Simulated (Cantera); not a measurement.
Charge: 1 mol SrCl₂, 96 mol N₂, 0.65 mol H₂O, equilibrated at 0.270 Pa.

These are equilibrium values from Cantera (NASA tables, ideal gas, pure condensed phases), not measurements of a reactor. Candidate condensed phases: H₂O, NH₄Cl, Sr, SrCl₂, SrO, Sr(OH)₂; 35 gas species. Condensed phases not in the tables: oxide chlorides. The numbers say what is thermodynamically allowed, not how fast it happens. All values below are at 1700 K.

Base state: N₂ 0.977, SrCl₂ 0.00788, H 0.00312, H₂O 0.00304, Cl 0.00235, H₂ 0.00121, HCl 0.00118, SrCl 0.00107 (mole fractions); condensed: SrO(s).

**Question.** What changes in the equilibrium state with this change: pressure from 0.270 Pa to 1.33 mbar?

**Answer.** 
```tsv
species	before	after
N₂	0.977	0.983
SrCl₂	0.00788	0.00924
H₂O	0.00304	0.00539
H	0.00312	7.49e-5
Sr	0.000979	3.17e-7
SrO	0.000142	2.87e-7
O	0.000832	1.05e-5
SrCl	0.00107	2.08e-5
SrO(s), mol	0.00874	0.0957
```
